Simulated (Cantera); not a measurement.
Gas mixture: CH₄ : CO = 0.19 : 0.91 (molar parts), at 0.113 Torr, frozen composition.

Cantera's kinetic-theory transport with the Lennard-Jones parameters of GRI-Mech 3.0, ideal gas; thermal conductivity in the multicomponent form. The composition is frozen, though it would react at the higher temperatures.

D: mixture-averaged diffusion coefficient of that species in the mixture.

```json
[
 {"T (K)": "400", "ρ (kg/m³)": "0.000117", "cp (J/kg/K)": "1207", "μ (µPa s)": "…", "λ (mW/m/K)": "34.9", "Pr": "0.719", "D (cm²/s) CH₃": "2530", "D (cm²/s) CO₂": "1820", "D (cm²/s) OH": "3530"},
 {"T (K)": "500", "ρ (kg/m³)": "9.36e-5", "cp (J/kg/K)": "1260", "μ (µPa s)": "…", "λ (mW/m/K)": "42.9", "Pr": "0.716", "D (cm²/s) CH₃": "3730", "D (cm²/s) CO₂": "2700", "D (cm²/s) OH": "5170"},
 {"T (K)": "600", "ρ (kg/m³)": "7.80e-5", "cp (J/kg/K)": "1321", "μ (µPa s)": "…", "λ (mW/m/K)": "51.2", "Pr": "0.714", "D (cm²/s) CH₃": "5100", "D (cm²/s) CO₂": "3710", "D (cm²/s) OH": "7040"},
 {"T (K)": "700", "ρ (kg/m³)": "6.69e-5", "cp (J/kg/K)": "1383", "μ (µPa s)": "…", "λ (mW/m/K)": "59.6", "Pr": "0.713", "D (cm²/s) CH₃": "6630", "D (cm²/s) CO₂": "4850", "D (cm²/s) OH": "9130"},
 {"T (K)": "800", "ρ (kg/m³)": "5.85e-5", "cp (J/kg/K)": "1443", "μ (µPa s)": "33.5", "λ (mW/m/K)": "68.0", "Pr": "0.711", "D (cm²/s) CH₃": "8310", "D (cm²/s) CO₂": "6090", "D (cm²/s) OH": "11400"},
 {"T (K)": "900", "ρ (kg/m³)": "5.20e-5", "cp (J/kg/K)": "1498", "μ (µPa s)": "36.3", "λ (mW/m/K)": "76.5", "Pr": "0.710", "D (cm²/s) CH₃": "10100", "D (cm²/s) CO₂": "7450", "D (cm²/s) OH": "13900"},
 {"T (K)": "1000", "ρ (kg/m³)": "4.68e-5", "cp (J/kg/K)": "1548", "μ (µPa s)": "38.9", "λ (mW/m/K)": "84.8", "Pr": "0.710", "D (cm²/s) CH₃": "12100", "D (cm²/s) CO₂": "8900", "D (cm²/s) OH": "16600"},
 {"T (K)": "1100", "ρ (kg/m³)": "4.25e-5", "cp (J/kg/K)": "1592", "μ (µPa s)": "41.4", "λ (mW/m/K)": "92.9", "Pr": "0.709", "D (cm²/s) CH₃": "14200", "D (cm²/s) CO₂": "10500", "D (cm²/s) OH": "19400"}
]
```

### Question
Complete the blanks.

### Answer

- 400, μ (µPa s): 20.8
- 500, μ (µPa s): 24.4
- 600, μ (µPa s): 27.7
- 700, μ (µPa s): 30.7
